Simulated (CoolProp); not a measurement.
Saturation properties of R125 (Tc = 66.0 °C, pc = 3.618 MPa, ω = 0.305).

The numbers come from the reference Helmholtz-energy equation of state, Lemmon 2005 in CoolProp.

```
T (°C)   p (MPa)  enthalpy of vaporisation (kJ/kg)  liquid cp (kJ/(kg K))
------  --------  --------------------------------  ---------------------
-94.65  0.004959                               ___                  1.040
-83.65   0.01188                             182.1                  1.053
-72.75   0.02525                             176.8                  1.069
-61.75       ___                             171.3                  1.088
-50.75       ___                             165.5                  1.109
-39.75       ___                             159.5                  1.133
-28.75    0.2400                             152.9                  1.160
-17.75    0.3666                             145.9                  1.191
-6.75     0.5386                             138.3                    ___
4.25      0.7652                             129.8                  1.274
15.15      1.054                             120.2                  1.333
26.15      1.420                             109.1                  1.418
37.15        ___                             95.93                  1.554
```

**Question.** Some entries are withheld; supply them.

**Answer.** 
- -94.65, enthalpy of vaporisation (kJ/kg): 187.4
- -61.75, p (MPa): 0.04922
- -50.75, p (MPa): 0.08875
- -39.75, p (MPa): 0.1500
- -6.75, liquid cp (kJ/(kg K)): 1.228
- 37.15, p (MPa): 1.875

It boils at -48.1 °C under 1 atm.
